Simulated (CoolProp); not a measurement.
R152A at 353.96 K and 1.64 MPa is throttled through a valve to 0.423 MPa with no heat exchange. Each further row changes one setting.

The numbers come from the reference Helmholtz-energy equation of state, Outcalt 1996 in CoolProp. It is a modified Benedict-Webb-Rubin equation, recast in Helmholtz form.

```json
[
 {"case": "as stated", "temperature change (K)": "?", "final density (kg/m³)": "?"},
 {"case": "outlet pressure 0.127 MPa", "temperature change (K)": "?", "final density (kg/m³)": "?"},
 {"case": "outlet pressure 0.55 MPa", "temperature change (K)": "?", "final density (kg/m³)": "?"}
]
```

Question: Complete the blanks.

Answer: 
- as stated, temperature change (K): -22.8
- as stated, final density (kg/m³): 10.8
- outlet pressure 0.127 MPa, temperature change (K): -28.8
- outlet pressure 0.127 MPa, final density (kg/m³): 3.17
- outlet pressure 0.55 MPa, temperature change (K): -20.3
- outlet pressure 0.55 MPa, final density (kg/m³): 14.2
